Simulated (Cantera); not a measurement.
A closed system holds: 1 mol Mg(OH)2, 8.1 mol H2O, 0.47 mol CO2, held at 8.80 bar.

Cantera equilibrium calculation (NASA polynomials, part measured and part estimated; ideal gas, pure solids and liquids). Candidate condensed phases: C, C6H6, C7H8, C8H18, H2O, Mg, MgCO3, MgO, Mg(OH)2; 116 gas species. Equilibrium is a limit: real reactors are often held back by kinetics, nucleation or transport.

### Question
At 1448 K, list the 4 most abundant gas species with their mole fractions, and the condensed phases.

### Answer
H2O 0.951, CO2 0.0491, H2 5.52e-5, O2 2.86e-5. Condensed: MgO(s).
